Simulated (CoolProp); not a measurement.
CH3F (R41) along the isotherm 329.7 K: fugacity coefficient from the reference equation and from simpler models built on Tc = 317.3 K, pc = 59.06 bar, ω = 0.200; each cubic takes its own stable root.

The numbers come from the reference Helmholtz-energy equation of state, Lemmon 2006 in CoolProp. It is a short technical equation, of lower accuracy than the large ones.

```json
[
 {"p (bar)": "2.27", "phase": "gas", "reference": "0.9867", "Redlich-Kwong": "0.9883", "Soave-Redlich-Kwong": "0.9885", "Peng-Robinson": "0.9871"},
 {"p (bar)": "4.54", "phase": "gas", "reference": "0.9735", "Redlich-Kwong": "0.9767", "Soave-Redlich-Kwong": "0.9770", "Peng-Robinson": "0.9742"},
 {"p (bar)": "6.81", "phase": "gas", "reference": "0.9604", "Redlich-Kwong": "0.9651", "Soave-Redlich-Kwong": "0.9656", "Peng-Robinson": "0.9615"},
 {"p (bar)": "9.09", "phase": "gas", "reference": "0.9474", "Redlich-Kwong": "0.9535", "Soave-Redlich-Kwong": "0.9542", "Peng-Robinson": "0.9488"},
 {"p (bar)": "11.4", "phase": "gas", "reference": "0.9342", "Redlich-Kwong": "0.9418", "Soave-Redlich-Kwong": "0.9427", "Peng-Robinson": "0.9361"},
 {"p (bar)": "13.6", "phase": "gas", "reference": "0.9218", "Redlich-Kwong": "0.9308", "Soave-Redlich-Kwong": "0.9318", "Peng-Robinson": "0.9240"},
 {"p (bar)": "15.9", "phase": "gas", "reference": "0.9089", "Redlich-Kwong": "0.9192", "Soave-Redlich-Kwong": "0.9204", "Peng-Robinson": "0.9115"},
 {"p (bar)": "18.2", "phase": "gas", "reference": "0.8961", "Redlich-Kwong": "0.9078", "Soave-Redlich-Kwong": "0.9091", "Peng-Robinson": "0.8990"},
 {"p (bar)": "20.4", "phase": "gas", "reference": "0.8840", "Redlich-Kwong": "0.8968", "Soave-Redlich-Kwong": "0.8984", "Peng-Robinson": "0.8872"},
 {"p (bar)": "22.7", "phase": "gas", "reference": "0.8713", "Redlich-Kwong": "0.8854", "Soave-Redlich-Kwong": "0.8871", "Peng-Robinson": "0.8749"},
 {"p (bar)": "25", "phase": "gas", "reference": "0.8588", "Redlich-Kwong": "0.8741", "Soave-Redlich-Kwong": "0.8760", "Peng-Robinson": "0.8627"},
 {"p (bar)": "27.3", "phase": "gas", "reference": "0.8463", "Redlich-Kwong": "0.8627", "Soave-Redlich-Kwong": "0.8648", "Peng-Robinson": "0.8506"},
 {"p (bar)": "29.5", "phase": "gas", "reference": "0.8344", "Redlich-Kwong": "0.8520", "Soave-Redlich-Kwong": "0.8542", "Peng-Robinson": "0.8391"}
]
```
